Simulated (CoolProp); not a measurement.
A single-stage vapour-compression cycle with the fluid: evaporating at 327.15 K (dew point), condensing at 380.15 K (bubble point), superheat 5 K, subcooling 0 K, compressor efficiency 0.85, no pressure losses. The same conditions are run with several fluids, on thermodynamics alone (safety and materials aside).

Model: reference Helmholtz-energy equation of state of each fluid (sulfur dioxide: Gao 2016; R1224YDZ: Akasaka 2023; R365MFC: Lemmon 2016; R236FA: Pan 2012; propyne: Polt 1992; 1,2-dichloroethane: Thol 2015), in CoolProp. The equations of Platzer and Polt are older, rougher fits.

Problem. Rank sulfur dioxide, R1224YDZ, R365MFC, R236FA, propyne, 1,2-dichloroethane by cooling COP, highest first.

Solution. 1,2-dichloroethane (4.57), sulfur dioxide (4.00), R365MFC (3.68), R1224YDZ (3.50), propyne (3.42), R236FA (2.71)

```
fluid               pressure ratio  discharge temperature (K)  refrigerating effect (kJ/kg)  volumetric capacity (kJ/m³)
------------------  --------------  -------------------------  ----------------------------  ---------------------------
sulfur dioxide                3.41                      440.3                           245                         6050
R1224YDZ                      3.62                      380.1                          84.6                         1890
R365MFC                       4.26                      380.1                           107                          988
R236FA                        3.44                      381.2                          54.8                         2330
propyne                       3.04                      401.7                           258                         5670
1,2-dichloroethane            5.52                      402.5                           272                          360
```

The compression ends wet for: R1224YDZ; R365MFC.
